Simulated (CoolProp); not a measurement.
Properties of R1336mzz(E) along the isotherm 410 K (Tc = 403.5 K, pc = 2779 kPa, ω = 0.413).

The numbers come from the reference Helmholtz-energy equation of state, Akasaka 2023 in CoolProp.

```tsv
p (kPa)	phase	speed of sound (m/s)	Joule-Thomson coefficient (K/MPa)	expansivity (1/kK)
4.39	gas	148.3	10.21	2.444
7.1	gas	148.2	10.21	2.447
11.5	gas	148.2	10.22	2.452
18.5	gas	148.1	10.23	2.459
29.9	gas	147.9	10.24	2.472
48.4	gas	147.6	10.27	2.492
78.1	gas	147.1	10.31	2.526
126	gas	146.4	10.37	2.582
204	gas	145.1	10.49	2.676
330	gas	143.1	10.67	2.839
532	gas	139.7	10.99	3.131
860	gas	133.9	11.57	3.712
1390	gas	123.8	12.75	5.086
```
